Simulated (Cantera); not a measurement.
A perfectly stirred reactor is fed with CO : O2 : H2O : N2 = 0.019 : 0.1 : 0.0032 : 1 (molar parts), equivalence ratio 0.095, at 5.00 bar; it is held at 1523 K, and followed from long to short residence time.

Cantera simulation using GRI-Mech 3.0 (53 species, 325 reactions); the numbers are that mechanism's predictions, not measurements.

**Question.** What does this change do: H2O 0.0032 to 0.0086 parts?

**Answer.** 
```json
[
 {"quantity": "x(CO) at τ = 2.70 s", "before": "2.44e-5", "after": "1.79e-5"},
 {"quantity": "x(O2) at τ = 2.70 s", "before": "0.0813", "after": "0.0809"},
 {"quantity": "x(H2O) at τ = 2.70 s", "before": "0.00287", "after": "0.00768"},
 {"quantity": "x(N2O) at τ = 2.70 s", "before": "6.01e-7", "after": "4.06e-7"},
 {"quantity": "x(HO2) at τ = 2.70 s", "before": "1.29e-7", "after": "1.17e-7"},
 {"quantity": "x(CO) at τ = 24.0 ms", "before": "0.000688", "after": "0.000498"},
 {"quantity": "x(O2) at τ = 24.0 ms", "before": "0.0816", "after": "0.0811"},
 {"quantity": "x(H2O) at τ = 24.0 ms", "before": "0.00284", "after": "0.00764"},
 {"quantity": "x(N2O) at τ = 24.0 ms", "before": "4.92e-6", "after": "3.72e-6"},
 {"quantity": "x(HO2) at τ = 24.0 ms", "before": "2.27e-6", "after": "2.08e-6"}
]
```
